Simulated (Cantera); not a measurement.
A closed system holds: 1 mol Na₂SO₄, 0.027 mol CO₂, held at 1050 °C and 0.0133 bar.

Method: chemical equilibrium by Gibbs-energy minimisation in Cantera with the NASA 1993 tables (ideal gas, pure condensed phases). Candidate condensed phases: C, Na, NaO₂, Na₂CO₃, Na₂O, Na₂O₂, Na₂S, Na₂SO₄, S; 27 gas species. Rates play no part.

Base state: CO₂ 0.999, Na 0.000299, O₂ 0.000220, SO₂ 0.000150, CO 0.000140, Na₂SO₄ 0.000136 (mole fractions); condensed: Na₂SO₄(l).

Q: What changes in the equilibrium state with this change: pressure from 0.0133 bar to 0.000390 bar?

A: 
```csv
species,before,after
CO₂,0.999,0.973
Na,0.000299,0.0112
O₂,0.000220,0.00569
SO₂,0.000150,0.00561
Na₂SO₄,0.000136,0.00465
CO,0.000140,0.000157
"Na₂SO₄(l), mol",1.000,1.000
```
